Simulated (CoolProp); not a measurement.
Properties of hexamethyldisiloxane (MM) along the isobar 1.63 MPa (Tc = 518.7 K, pc = 1.931 MPa, ω = 0.418).

Model: reference Helmholtz-energy equation of state, Thol 2016, in CoolProp.

```tsv
T (K)	phase	cp (kJ/(kg K))	Joule-Thomson coefficient (K/MPa)	isothermal compressibility (1/MPa)	fugacity coefficient
465.8	liquid	2.450	0.4484	0.02065	0.4146
476.1	liquid	2.520	0.7020	0.02814	0.4762
486.4	liquid	2.619	1.119	0.04176	0.5409
496.6	liquid	?	1.948	0.07321	0.6072
517.2	gas	2.731	20.77	1.409	0.7049
527.5	gas	2.505	16.08	1.129	0.7270
537.8	gas	2.415	13.41	0.9989	0.7465
548	gas	2.372	11.63	0.9214	0.7639
558.3	gas	?	10.31	0.8683	0.7799
568.6	gas	2.342	9.270	0.8296	0.7945
578.9	gas	2.340	8.432	0.7999	0.8080
589.2	gas	2.343	7.733	0.7763	0.8204
599.4	gas	?	?	0.7573	0.8319
609.7	gas	2.357	6.633	0.7413	?
620	gas	2.367	6.185	0.7278	0.8526
```

Question: Some entries are withheld; supply them.

Answer: 
- 496.6, cp (kJ/(kg K)): 2.797
- 558.3, cp (kJ/(kg K)): 2.351
- 599.4, cp (kJ/(kg K)): 2.349
- 599.4, Joule-Thomson coefficient (K/MPa): 7.145
- 609.7, fugacity coefficient: 0.8426
